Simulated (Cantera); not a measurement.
Cantera run, input and output.

```python
import numpy as np
import cantera as ct

gas = ct.Solution("gri30.yaml")
gas.TPX = 1775, 26000, {'CH4': 1, 'H2O': 1.2, 'H2': 1.5, 'N2': 0.17}
reactor = ct.IdealGasConstPressureReactor(gas, energy="off", clone=False)
net = ct.ReactorNet([reactor])
net.rtol, net.atol = 1e-08, 1e-18
show = ['CH4', 'H2O', 'H2', 'HCO', 'C2H2', 'CH2O', 'C2H6']
times = np.geomspace(2e-05, 300, 13)

steps = ct.SolutionArray(gas, extra=["t"])
rows = []
print(f"{'t/s':>10s}{'T/K':>9s}{'P/Pa':>11s}" + "".join(f"{s:>11s}" for s in show))
for t in times:
    while net.time < t:
        t_next = net.step()
        steps.append(gas.state, t=t_next)
    rows.append([np.interp(t, steps.t, y) for y in (steps.T, steps.P, *steps(*show).X.T)])
    print(f"{t:10.3e}{rows[-1][0]:9.1f}{rows[-1][1]:11.4g}" + "".join(f"{x:11.3e}" for x in rows[-1][2:]))
rate = np.gradient(steps.T, steps.t)
print("integrator steps:", len(steps.t))
if steps.T.max() > steps.T[0] + 200:
    print(f"time of steepest temperature rise: {steps.t[rate.argmax()]:.4e} s")
gas.TPX = 1775, 26000, {'CH4': 1, 'H2O': 1.2, 'H2': 1.5, 'N2': 0.17}
gas.equilibrate("TP")
print(f"equilibrium (TP): T = {gas.T:.1f} K  " + "  ".join(f"{s} {gas[s].X[0]:.3e}" for s in show))
```

It prints:

```
       t/s      T/K       P/Pa        CH4        H2O         H2        HCO       C2H2       CH2O       C2H6
 2.000e-05   1775.0    2.6e+04  2.581e-01  3.100e-01  3.877e-01  2.084e-12  9.127e-10  7.188e-09  4.315e-07
 7.926e-05   1775.0    2.6e+04  2.573e-01  3.099e-01  3.879e-01  3.995e-10  4.007e-07  3.832e-07  1.895e-05
 3.141e-04   1775.0    2.6e+04  2.527e-01  3.093e-01  3.903e-01  1.982e-08  1.492e-04  6.809e-06  2.530e-04
 1.245e-03   1775.0    2.6e+04  2.260e-01  3.034e-01  4.124e-01  3.617e-08  7.323e-03  9.505e-06  3.412e-04
 4.932e-03   1775.0    2.6e+04  1.560e-01  2.843e-01  4.765e-01  2.605e-08  3.677e-02  6.051e-06  1.664e-04
 1.955e-02   1775.0    2.6e+04  6.905e-02  2.567e-01  5.588e-01  1.373e-08  7.081e-02  2.537e-06  3.613e-05
 7.746e-02   1775.0    2.6e+04  2.453e-02  2.225e-01  6.154e-01  7.256e-09  7.864e-02  8.706e-07  5.186e-06
 3.070e-01   1775.0    2.6e+04  1.466e-02  1.618e-01  6.662e-01  7.709e-09  5.573e-02  3.594e-07  1.749e-06
 1.216e+00   1775.0    2.6e+04  7.765e-03  8.939e-02  7.225e-01  1.054e-08  2.449e-02  1.016e-07  4.452e-07
 4.821e+00   1775.0    2.6e+04  2.714e-03  4.535e-02  7.570e-01  1.306e-08  5.233e-03  2.816e-08  5.280e-08
 1.910e+01   1775.0    2.6e+04  3.639e-04  3.279e-02  7.674e-01  1.386e-08  1.293e-04  1.541e-08  9.580e-10
 7.570e+01   1775.0    2.6e+04  2.490e-07  3.216e-02  7.681e-01  1.391e-08  1.497e-10  1.401e-08  5.071e-16
 3.000e+02   1775.0    2.6e+04  3.356e-08  3.216e-02  7.681e-01  1.391e-08  9.461e-12  1.401e-08  1.359e-17
integrator steps: 2033
equilibrium (TP): T = 1775.0 K  CH4 4.257e-08  H2O 3.216e-02  H2 7.681e-01  HCO 1.391e-08  C2H2 1.219e-11  CH2O 1.401e-08  C2H6 1.990e-17
```

Computed with Cantera and GRI-Mech 3.0 (53 species, 325 reactions).
